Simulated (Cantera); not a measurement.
Charge: 1 mol HMDSO, 0.92 mol O2, 200 mol N2, equilibrated at 1775 °C and 15.0 mbar.

Cantera equilibrium calculation (NASA polynomials, part measured and part estimated; ideal gas, pure solids and liquids). Candidate condensed phases: C, C6H6, C7H8, C8H18, H2O, Si, SiC, SiO2, Si2N2O, Si3N4; 151 gas species. The feed counts by its element totals alone. The numbers say what is thermodynamically allowed, not how fast it happens.

Base state: N2 0.940, H2 0.0388, CO 0.0132, H 0.00360, HCN 0.00338, Si 0.000328, HNC 0.000209, SiO 0.000137 (mole fractions); condensed: C(graphite) + SiC(s).

Question: What changes in the equilibrium state with this change: pressure from 15.0 mbar to 1.00 bar?

Answer: 
```csv
species,before,after
N2,0.940,0.942
H2,0.0388,0.0404
CO,0.0132,0.0133
H,0.00360,0.000450
SiO,0.000137,0.000138
SiC2,1.69e-5,2.54e-7
Si2C,1.10e-5,1.65e-7
Si,0.000328,4.93e-6
C2H2 (acetylene),4.06e-5,4.23e-5
"C(graphite), mol",0.507,0.422
"SiC(s), mol",1.89,1.97
```
